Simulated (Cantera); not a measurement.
## Ignition delay

Mixture: CO : H2 : CH4 : O2 : N2 = 1 : 0.22 : 0.37 : 0.711 : 2.67 (molar parts), at 26.0 bar, adiabatic and at constant volume. Ignition delay is the time to a rise of 400 K.

Model: GRI-Mech 3.0 (53 species, 325 reactions), integrated in Cantera. The pressure lies above the range GRI-Mech 3.0 was tuned for (to about 10 atm). Below about 1000 K GRI-Mech 3.0 lacks low-temperature oxidation paths. Below about 950 K walls govern HO2 and H2O2 in real vessels.

```tsv
T0 (K)	delay (ms)
948	9.91
998	3.31
1048	1.27
1098	0.554
1148	0.278
1198	0.158
1248	0.0993
1298	0.0668
1348	0.0469
1398	0.0337
```

```yaml
apparent activation energy between 1298 and 1398 K: 100 kJ/mol
```
